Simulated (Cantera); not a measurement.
Input (Python, Cantera) and output of one run.

```python
import numpy as np
import cantera as ct

gas_names = """
    Hg N N2
""".split()
cond_names = """
    Hg(cr) Hg(L)
""".split()


def load(file, names, dense=False):
    # The tables refer to 1 bar. Condensed volumes are neglected.
    table = {s.name: s for s in ct.Species.list_from_file(file)}
    out = []
    for n in names:
        d = dict(table[n].input_data)
        d["thermo"] = dict(d["thermo"], **{"reference-pressure": 1e5})
        if dense:
            d["equation-of-state"] = {"model": "constant-volume", "density": "1e6 g/cm^3"}
        out.append(ct.Species.from_dict(d))
    return out


gas = ct.Solution(thermo="ideal-gas", species=load("nasa_gas.yaml", gas_names))
cond = {s.name: ct.Solution(thermo="fixed-stoichiometry", species=[s], name=s.name)
        for s in load("nasa_condensed.yaml", cond_names, dense=True)}
atoms = {
    'Hg': {'Hg': 1},
    'N2': {'N': 2},
}
top_T = {}  # K; cautious upper limits of use, not melting points


def equilibrate(T, P, feed):
    n = {}
    for name, mol in feed.items():
        for a, k in atoms[name].items():
            n[a] = n.get(a, 0.0) + k * mol
    gas.TPX = T, P, n
    mass = sum(n.values()) * gas.mean_molecular_weight
    gas.equilibrate("TP")
    valid = [c for c in cond.values() if c.min_temp <= T <= top_T.get(c.name, c.max_temp)]
    mix = ct.Mixture([(gas, mass / gas.mean_molecular_weight)] + [(c, 0.0) for c in valid])
    mix.T, mix.P = T, P
    mix.equilibrate("TP", solver="vcs", rtol=1e-11, max_steps=5000)
    return mix


results = []
feed = {'Hg': 1, 'N2': 7.8}  # mol
T = 948  # K
P = 1700  # Pa
mix = equilibrate(T, P, feed)
results.append((T, P, feed, dict(zip(mix.species_names, mix.species_moles))))
print(gas.report(threshold=1e-05))
for i in range(1, mix.n_phases):
    print(f"{mix.phase(i).name:16s} {mix.phase_moles(i):12.5e} mol")
```

It prints:

```
       temperature   948 K
          pressure   1700 Pa
           density   0.010272 kg/m^3
  mean mol. weight   47.625 kg/kmol
   phase of matter   gas

                          1 kg             1 kmol
                     ---------------   ---------------
          enthalpy        5.4666e+05        2.6035e+07  J
   internal energy        3.8116e+05        1.8153e+07  J
           entropy            5462.3        2.6014e+05  J/K
    Gibbs function       -4.6316e+06       -2.2058e+08  J
 heat capacity c_p            652.89             31094  J/K
 heat capacity c_v            478.31             22779  J/K

                      mass frac. Y      mole frac. X     chem. pot. / RT
                     ---------------   ---------------   ---------------
                Hg           0.47862           0.11364           -20.684
                N2           0.52138           0.88636           -28.921
     [   +1 minor]        2.7114e-23        9.2189e-23

Hg(L)             0.00000e+00 mol
```

Method: chemical equilibrium by Gibbs-energy minimisation in Cantera with the NASA 1993 tables (ideal gas, pure condensed phases).
